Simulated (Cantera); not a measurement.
What does this Cantera script print?

```python
import numpy as np
import cantera as ct

gas = ct.Solution("gri30.yaml")
gas.TPX = 1250, 1800, {'H2': 0.058, 'O2': 1}
inlet = ct.Reservoir(gas, clone=True)

reactor = ct.IdealGasConstPressureReactor(gas, energy="off", clone=False)
exhaust = ct.Reservoir(gas, clone=True)
tau = [1.1, 0.36, 0.12, 0.038, 0.012, 0.0041, 0.0013, 0.00043][0]
for a, b in ((inlet, reactor), (reactor, exhaust)):
    ct.MassFlowController(a, b, mdot=lambda t: reactor.mass / tau)
net = ct.ReactorNet([reactor])
show = ['H2', 'O2', 'H2O2', 'H', 'O']

rows = []
print(f"{'tau/s':>10s}{'T/K':>9s}" + "".join(f"{s:>11s}" for s in show))
for tau in [1.1, 0.36, 0.12, 0.038, 0.012, 0.0041, 0.0013, 0.00043]:
    net.initial_time = 0.0
    net.advance(30 * tau)
    before = gas.X
    net.advance(40 * tau)
    drift = np.max(np.abs(gas.X - before) / (gas.X + 1e-9))
    rows.append([gas.T, *gas[show].X, drift])
    print(f"{tau:10.3e}{gas.T:9.1f}" + "".join(f"{x:11.3e}" for x in gas[show].X))
```

It prints:

```
     tau/s      T/K         H2         O2       H2O2          H          O
 1.100e+00   1250.0  1.346e-04  9.406e-01  7.457e-08  1.490e-04  2.421e-03
 3.600e-01   1250.0  2.627e-04  9.379e-01  9.441e-08  4.296e-04  4.874e-03
 1.200e-01   1250.0  4.964e-04  9.330e-01  1.127e-07  1.140e-03  9.237e-03
 3.800e-02   1250.0  9.383e-04  9.250e-01  1.287e-07  2.762e-03  1.629e-02
 1.200e-02   1250.0  1.759e-03  9.159e-01  1.455e-07  5.334e-03  2.404e-02
 4.100e-03   1250.0  3.360e-03  9.105e-01  1.742e-07  7.800e-03  2.801e-02
 1.300e-03   1250.0  7.530e-03  9.107e-01  2.309e-07  9.515e-03  2.649e-02
 4.300e-04   1250.0  1.741e-02  9.176e-01  2.793e-07  8.887e-03  1.967e-02
```

Detailed kinetics in Cantera: GRI-Mech 3.0 (53 species, 325 reactions). Radical loss at walls, strong at low pressure, is not modelled. The temperature is held fixed by assumption; the heat of reaction is taken as removed at once.
